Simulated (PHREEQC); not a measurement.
A made-up water analysis in mmol/kgw, 5.7 °C, pH 3.28, pe 10.8:

```json
[
 {"constituent": "Na", "mmol/kgw": "4.65"},
 {"constituent": "K", "mmol/kgw": "0.0333"},
 {"constituent": "Ca", "mmol/kgw": "4.02"},
 {"constituent": "Mg", "mmol/kgw": "2.12"},
 {"constituent": "Cl", "mmol/kgw": "6.45"},
 {"constituent": "S(6)", "mmol/kgw": "7.29"},
 {"constituent": "Fe(3)", "mmol/kgw": "0.623"},
 {"constituent": "F", "mmol/kgw": "0.00439"},
 {"constituent": "Cd", "mmol/kgw": "0.0137"},
 {"constituent": "Zn", "mmol/kgw": "0.309"},
 {"constituent": "Al", "mmol/kgw": "0.58"},
 {"constituent": "Cu(2)", "mmol/kgw": "0.14"}
]
```

Valence states are taken as typed.

The numbers come from PHREEQC with the ion-association model, phreeqc.dat.

```json
{
 "ionic_strength": "0.0284 mol/kgw",
 "total_alkalinity": "-1.79 meq/kg",
 "charge_balance_error": "2.9 %"
}
```

| species | molality | activity | log γ |
|---|---|---|---|
| Cl- | 0.00644 | 0.00550 | -0.069 |
| SO4-2 | 0.00501 | 0.00274 | -0.263 |
| Na+ | 0.00460 | 0.00395 | -0.066 |
| Ca+2 | 0.00327 | 0.00181 | -0.257 |
| Mg+2 | 0.00175 | 0.000984 | -0.250 |
| CaSO4 | 0.000749 | 0.000754 | 0.003 |
| H+ | 0.000597 | 0.000525 | -0.056 |
| FeSO4+ | 0.000393 | 0.000338 | -0.065 |

Precipitation was switched off in this run. Saturation is exceeded, for instance for Jarosite-K, Hematite (slow to form); the values hold only as long as no solid forms. At this temperature some constants are extrapolated from 25 °C, and those without enthalpy data are left unchanged. Fluoro complexes past AlF4- and FeF3 are missing from the database.
